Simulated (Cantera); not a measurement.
Feed: 1 mol CF4, 0.57 mol Si, 1.6 mol HCl, equilibrated at 1.33 mbar.

Equilibrium computed with Cantera from the NASA thermochemical tables; the gas is ideal and each condensed phase is pure. Candidate condensed phases: C, C6H6, C7H8, C8H18, Si, SiC; 143 gas species. Gases not in the tables: C2F6 and larger saturated fluorocarbons. Rates play no part. All values below are at 1252 °C.

Base state: HF 0.410, Cl 0.343, SiF4 0.159, HCl 0.0370, Cl2 0.0331, CF4 0.0173, CClF3 0.000233, CF2 0.000222 (mole fractions); condensed: C(graphite).

**Question.** What changes in the equilibrium state with this change: HCl from 1.6 to 0.037 mol?

**Answer.** 
| species | before | after |
|---|---|---|
| SiF4 | 0.159 | 0.535 |
| CF4 | 0.0173 | 0.394 |
| HF | 0.410 | 0.0346 |
| HCl | 0.0370 | 0.000140 |
| Cl2 | 0.0331 | 0.000319 |
| Cl | 0.343 | 0.0337 |
| CF3 | 1.05e-5 | 0.000110 |
| CF2 | 0.000222 | 0.00106 |
| ClF | 3.17e-5 | 6.81e-6 |
| F | 0.000155 | 0.000340 |
| C(graphite), mol | 0.936 | 0.579 |
